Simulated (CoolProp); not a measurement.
Properties of ammonia along the isobar 125 bar (Tc = 405.6 K, pc = 113.6 bar, ω = 0.256).

Computed with CoolProp (reference Helmholtz-energy equation of state, Gao 2020).

```csv
T (K),phase,isothermal compressibility (1/MPa),fugacity coefficient
377.8,liquid,0.007555,0.4196
398.6,liquid,0.02595,0.5483
419.5,supercritical,0.2522,0.6568
440.3,supercritical,0.1433,0.7157
461.1,supercritical,0.1188,0.7604
482,supercritical,0.1073,0.7964
502.8,supercritical,0.1006,0.8258
523.7,supercritical,0.09603,0.8505
544.5,supercritical,0.09282,0.8711
```
